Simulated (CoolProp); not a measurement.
The fluid at 293.15 K and 3.31 MPa flows at 0.73 m/s in a round tube of 1 mm bore and 15 µm roughness, fully developed (64/Re and Nu = 3.66 if laminar; Colebrook and Gnielinski if turbulent). The same conditions are run with several fluids, on thermodynamics alone (safety and materials aside).

Values from CoolProp's reference Helmholtz-energy equation of state of each fluid (toluene: Lemmon 2006; n-decane: Lemmon 2006; R134a: Tillner-Roth 1994; CH2F2 (R32): Tillner-Roth 1997).

Rank toluene, n-decane, R134a, CH2F2 (R32) by Reynolds number, highest first.

CH2F2 (R32) (5890), R134a (4170), toluene (1050), n-decane (564)

```json
[
 {"fluid": "toluene", "Darcy friction factor": "0.0608", "pressure drop (Pa/m)": "14100", "heat-transfer coefficient (W/(m² K))": "486", "mass flow (kg/h)": "1.79"},
 {"fluid": "n-decane", "Darcy friction factor": "0.114", "pressure drop (Pa/m)": "22200", "heat-transfer coefficient (W/(m² K))": "483", "mass flow (kg/h)": "1.51"},
 {"fluid": "R134a", "Darcy friction factor": "0.0528", "pressure drop (Pa/m)": "17400", "heat-transfer coefficient (W/(m² K))": "2660", "mass flow (kg/h)": "2.56"},
 {"fluid": "CH2F2 (R32)", "Darcy friction factor": "0.0505", "pressure drop (Pa/m)": "13300", "heat-transfer coefficient (W/(m² K))": "5060", "mass flow (kg/h)": "2.05"}
]
```

Transport values come from each fluid's own correlations; those of R134a, CH2F2 (R32) are estimates that may be off by 10 % or more.
